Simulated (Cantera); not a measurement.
A closed system holds: 1 mol SiF4, 6.8 mol N2, 0.24 mol NH3, equilibrated at 898 K and 0.00310 bar.

Method: chemical equilibrium by Gibbs-energy minimisation in Cantera with the NASA 1993 tables (ideal gas, pure condensed phases). Candidate condensed phases: Si, Si3N4; 37 gas species. Equilibrium is a limit: real reactors are often held back by kinetics, nucleation or transport.

Base state: N2 0.836, SiF4 0.121, H2 0.0434, HF 0.000103, SiHF3 1.70e-5 (mole fractions); condensed: Si3N4(s).

What changes in the equilibrium state with this change: NH3 from 0.24 to 5.2 mol?


```csv
species,before,after
N2,0.836,0.516
H2,0.0434,0.428
SiF4,0.121,0.0549
HF,0.000103,0.000245
SiHF3,1.70e-5,3.21e-5
"Si3N4(s), mol",5.80e-5,0.000321
```

What changes in the equilibrium state with this change: 0.32 mol Cl2 added?


```
species          before     after
-------------  --------  --------
N2                0.836     0.805
SiF4              0.121     0.116
HCl                   0    0.0742
H2               0.0434   0.00465
SiCl4                 0   5.54e-5
SiHF3           1.70e-5   8.11e-7
HF             0.000103  0.000223
Si3N4(s), mol   5.80e-5         0
```
Further candidate phases: NH4Cl.

What changes in the equilibrium state with this change: SiF4 replaced by SiHCl3?


| species | before | after |
|---|---|---|
| N2 | 0.836 | 0.773 |
| HCl | 0 | 0.148 |
| SiCl4 | 0 | 0.0516 |
| SiF4 | 0.121 | 0 |
| H2 | 0.0434 | 0.0276 |
| HF | 0.000103 | 0 |
| SiHCl3 | 0 | 2.69e-5 |
| SiHF3 | 1.70e-5 | 0 |
| SiCl3 | 0 | 1.17e-5 |
| Si3N4(s), mol | 5.80e-5 | 0.188 |
The tables' values for SiCl3 are old estimates; treat these amounts as uncertain. Further candidate phases: NH4Cl.
